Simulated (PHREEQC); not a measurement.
A solution holds 0.059 mol HF, 0.067 mol KF, 2.3e-05 mol H4SiO4 and 0.21 mol H2SO4 per kg of water, at 25 °C. Closed to the air; pH follows from the charge balance.

Equilibrium calculation in PHREEQC: ion-association model, phreeqc.dat.

Q: The ionic strength comes out as 0.281 mol/kgw. What activity coefficients do H+, K+, KSO4-, SO4-2, HSO4- get?

A: H+ 0.79, K+ 0.69, KSO4- 0.73, SO4-2 0.26, HSO4- 0.73.

This is a speciation only: nothing precipitates in the calculation. Complexes and solids missing from the database can't appear. SiF6-2 is the database's only silicon fluoride.
